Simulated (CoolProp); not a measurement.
Cyclohexane along the isobar 10.3 MPa: fugacity coefficient from the reference equation and from simpler models built on Tc = 553.6 K, pc = 4.081 MPa, ω = 0.209; each cubic takes its own stable root.

The numbers come from the reference Helmholtz-energy equation of state, Zhou 2014 in CoolProp.

| T (K) | phase | reference |
|---|---|---|
| 323.9 | liquid | 0.005440 |
| 342.9 | liquid | 0.01023 |
| 361.9 | liquid | 0.01771 |
| 380.9 | liquid | 0.02862 |
| 399.9 | liquid | 0.04361 |
| 418.8 | liquid | 0.06311 |
| 437.8 | liquid | 0.08766 |
| 456.8 | liquid | 0.1173 |
| 475.8 | liquid | 0.1519 |

Question: How far does each simpler model (van der Waals, Redlich-Kwong, Soave-Redlich-Kwong, Peng-Robinson) lie from the reference over these 9 states: mean and median of the absolute difference, and the worst?

Answer: 
- van der Waals: mean 310.2 %, median 211.9 %, worst +872.4 % at 323.9 K and 10.3 MPa
- Redlich-Kwong: mean 42.5 %, median 39.3 %, worst +76.4 % at 323.9 K and 10.3 MPa
- Soave-Redlich-Kwong: mean 3.5 %, median 3.5 %, worst +4.3 % at 475.8 K and 10.3 MPa
- Peng-Robinson: mean 1.8 %, median 2.1 %, worst -2.4 % at 418.8 K and 10.3 MPa
